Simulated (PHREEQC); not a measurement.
Dissolve 0.0027 mol/kgw NH3, 0.093 mol/kgw K2SO4 and 0.012 mol/kgw H3BO3 at 25 °C. It is in equilibrium with CO2 at log p = -2 (atm). Otherwise closed; pH follows from the charge balance.

Computed with PHREEQC (ion-association model, phreeqc.dat).

### Question
The ionic strength comes out as 0.238 mol/kgw. What activity coefficients do SO4-2, CO3-2, H2BO3-, HCO3-, NH4SO4- get?

### Answer
SO4-2 0.27, CO3-2 0.29, H2BO3- 0.74, HCO3- 0.74, NH4SO4- 0.74.

Precipitation was switched off in this run.
